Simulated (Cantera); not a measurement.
**Silicon oxide and oxynitride deposition: TEOS + O2 + N2 + H2O**

Input: 1 mol TEOS, 3.3 mol O2, 7.1 mol N2, 1.5 mol H2O, at 530 Pa.

Method: chemical equilibrium by Gibbs-energy minimisation in Cantera with the NASA 1993 tables (ideal gas, pure condensed phases). Candidate condensed phases: C, C6H6, C7H8, C8H18, H2O, Si, SiC, SiO2, Si2N2O, Si3N4; 151 gas species. The feed counts by its element totals alone. The tables hold silica as quartz up to 1696 K and as liquid above; real silica turns to tridymite and cristobalite and melts near 1996 K. The numbers say what is thermodynamically allowed, not how fast it happens.

```csv
T (K),x H2,x N2,x CO,x CO2,x H2O,x CH4,x H,x SiO,n C(graphite),n SiO2(α-quartz),n SiO2(β-quartz)
648,0.353,0.322,0.0254,0.150,0.131,0.0181,<1e-12,<1e-12,3.72,1.00,0
748,0.412,0.281,0.173,0.0950,0.0364,0.00298,2.54e-12,<1e-12,1.15,1.00,0
848,0.405,0.267,0.249,0.0518,0.0273,8.06e-5,1.66e-10,<1e-12,0,0,1.00
948,0.396,0.267,0.258,0.0427,0.0362,2.07e-6,4.53e-9,<1e-12,0,0,1.00
1048,0.389,0.267,0.265,0.0353,0.0436,1.10e-7,6.62e-8,<1e-12,0,0,1.00
1148,0.383,0.267,0.271,0.0296,0.0494,9.91e-9,6.09e-7,3.78e-12,0,0,1.00
1248,0.379,0.267,0.276,0.0252,0.0538,1.34e-9,3.95e-6,3.40e-10,0,0,1.00
1348,0.375,0.267,0.279,0.0217,0.0572,2.46e-10,1.95e-5,1.57e-8,0,0,1.00
1448,0.372,0.267,0.282,0.0191,0.0598,5.77e-11,7.73e-5,4.23e-7,0,0,1.000
1548,0.370,0.267,0.284,0.0170,0.0619,1.65e-11,0.000257,7.41e-6,0,0,1.000
1648,0.368,0.267,0.285,0.0154,0.0636,5.48e-12,0.000742,9.10e-5,0,0,0.998
```
x: gas mole fraction; n: condensed amount in mol.

From 648 K to 748 K the condensed part is C(graphite) + SiO2(α-quartz). From 848 K to 1648 K the condensed part is SiO2(β-quartz).
